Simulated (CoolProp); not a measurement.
A simple Rankine cycle with methanol: condensing at 297.15 K, boiler at 0.229 MPa, turbine inlet 361.9 K, turbine efficiency 0.85, pump efficiency 0.8, no recuperator. Each further row changes one setting.

Model: reference Helmholtz-energy equation of state, de Reuck 1993, in CoolProp.

```csv
case,thermal efficiency (%),net work (kJ/kg),heat in (kJ/kg),turbine exit temperature (K),volume ratio over the turbine
as stated,13.9,171,1240,297.2,11.1
turbine inlet 381.9 K,14.0,181,1290,297.2,10.7
condensing temperature 289.15 K,15.6,195,1260,289.1,16.5
boiler pressure 0.16 MPa,12.1,153,1260,297.2,7.84
turbine efficiency 0.75,12.2,151,1240,297.2,11.4
```

The expansion ends wet for: as stated; turbine inlet 381.9 K; condensing temperature 289.15 K; boiler pressure 0.16 MPa; turbine efficiency 0.75.
